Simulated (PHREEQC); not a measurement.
0.019 g of hydrous ferric oxide (600 m²/g; 0.2 weak and 0.005 strong sites per Fe, Dzombak-Morel constants, diffuse double layer) in 1 kg of water with 0.005 mol/kgw of an inert sodium salt and 0.11 mmol/kgw NaF and 0.0053 mmol/kgw ZnCl2, at 25 °C; the pH is set by adding NaOH or the inert anion's acid. Oxygen is held at 0.21 atm. The system is closed to CO2. Nothing may precipitate in this run.

Computed with PHREEQC (ion-association model, wateq4f.dat).

```tsv
pH	F sorbed (%)	Zn sorbed (%)	surface charge σ (C/m²)	surface potential ψ (mV)
4	19.7	0.0	0.095	160
4.67	15.5	___	0.067	143
5.33	10.4	0.8	0.046	123
6	5.7	6.9	0.030	101
6.67	2.4	21.4	0.018	76
7.33	___	53.6	0.009	49
8	___	92.0	0.003	19
8.67	0.1	98.6	-0.003	___
9.33	0.0	99.0	-0.011	-54
10	0.0	98.9	-0.024	___
10.67	0.0	98.2	-0.047	-122
11.33	0.0	95.1	-0.092	-149
12	0.0	65.7	-0.190	-166
```

### Question
Fill in the missing entries.

### Answer

- 4.67, Zn sorbed (%): 0.1
- 7.33, F sorbed (%): 0.8
- 8, F sorbed (%): 0.2
- 8.67, surface potential ψ (mV): -18
- 10, surface potential ψ (mV): -90
